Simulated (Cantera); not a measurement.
**Hydrocarbon pyrolysis for carbon deposition**

An isothermal, constant-pressure homogeneous reactor starts with CH4 : N2 = 1 : 1.7 (molar parts), at 1175 K and 1.00 bar.

Detailed kinetics in Cantera: GRI-Mech 3.0 (53 species, 325 reactions). GRI-Mech 3.0 stops at C3 and has no aromatics, soot or wall deposition, so with more carbon than oxygen in the feed, carbon stays in small species such as C2H2 where larger ones or solid carbon would form.

```csv
t (s),x CH4,x C2H2,x C2H6,x C2H,x HCN,x CH2,x H
0.000500,0.370,<1e-12,6.97e-12,<1e-12,<1e-12,<1e-12,1.13e-11
0.00139,0.370,<1e-12,1.50e-10,<1e-12,<1e-12,<1e-12,1.13e-11
0.00387,0.370,<1e-12,3.11e-9,<1e-12,<1e-12,<1e-12,1.14e-11
0.0108,0.370,<1e-12,5.35e-8,<1e-12,<1e-12,<1e-12,1.16e-11
0.0300,0.370,1.79e-12,4.55e-7,<1e-12,<1e-12,<1e-12,1.19e-11
0.0834,0.370,2.83e-11,1.81e-6,<1e-12,<1e-12,<1e-12,1.22e-11
0.232,0.370,3.32e-10,5.57e-6,<1e-12,<1e-12,<1e-12,1.28e-11
0.646,0.370,4.35e-9,1.57e-5,<1e-12,<1e-12,<1e-12,1.47e-11
1.80,0.370,7.59e-8,4.12e-5,<1e-12,<1e-12,<1e-12,2.14e-11
5.00,0.370,1.66e-6,9.04e-5,<1e-12,<1e-12,<1e-12,4.74e-11
13.9,0.369,3.08e-5,0.000131,<1e-12,<1e-12,<1e-12,1.42e-10
38.7,0.368,0.000317,0.000131,<1e-12,<1e-12,<1e-12,4.38e-10
108,0.363,0.00174,0.000118,<1e-12,<1e-12,<1e-12,1.31e-9
300,0.350,0.00524,9.95e-5,<1e-12,<1e-12,<1e-12,3.48e-9
```
x: mole fraction; the columns are a selection and need not sum to one.

Equilibrium at this temperature and pressure: CH4 0.262, C2H2 0.00991, C2H6 0.000421, C2H <1e-12, HCN 0.0259, CH2 <1e-12, H 4.04e-8 (gas phase only).
